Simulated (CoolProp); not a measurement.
Vapour-liquid equilibrium of R143a (1) + isobutene (2) at 317.2 K; x and y are mole fractions of (1).

Values from CoolProp's multi-fluid Helmholtz-energy mixture model, Lemmon and Jacobsen 2000 and Lemmon 2005; pair parameters Bell 2016.

**Question.** Give the bubble pressure and the first vapour's composition at x = 0.35, 0.75, 0.95. Is there an azeotrope?

**Answer.** x = 0.35: 12.53 bar, y = 0.640; x = 0.75: 17.39 bar, y = 0.848; x = 0.95: 19.61 bar, y = 0.966. No azeotrope shows between x = 0.05 and 0.95.

Pair parameters are fitted to limited data, so mixtures are less certain than the pure fluids.
